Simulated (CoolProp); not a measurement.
Water along the isotherm 254.65 °C: fugacity coefficient from the reference equation and from simpler models built on Tc = 373.9 °C, pc = 22060 kPa, ω = 0.344; each cubic takes its own stable root.

Computed with CoolProp (reference Helmholtz-energy equation of state, Wagner 2002).

```csv
p (kPa),phase,reference
7140,liquid,0.5204
14300,liquid,0.2696
21400,liquid,0.1868
28600,liquid,0.1449
35700,liquid,0.1203
42900,liquid,0.1037
50000,liquid,0.09216
57100,liquid,0.08356
64300,liquid,0.07684
71400,liquid,0.07161
78600,liquid,0.06734
85700,liquid,0.06389
92900,liquid,0.06098
100000,liquid,0.05859
```

Q: How far does each simpler model (van der Waals, Soave-Redlich-Kwong, Peng-Robinson) lie from the reference over these 14 states: mean and median of the absolute difference, and the worst?

A: 
- van der Waals: mean 146.4 %, median 147.4 %, worst +207.4 % at 254.65 °C and 100000 kPa
- Soave-Redlich-Kwong: mean 15.5 %, median 15.5 %, worst +26.1 % at 254.65 °C and 100000 kPa
- Peng-Robinson: mean 8.8 %, median 8.8 %, worst +14.8 % at 254.65 °C and 100000 kPa

At some of these states van der Waals gives the other phase, because its saturation line lies elsewhere.
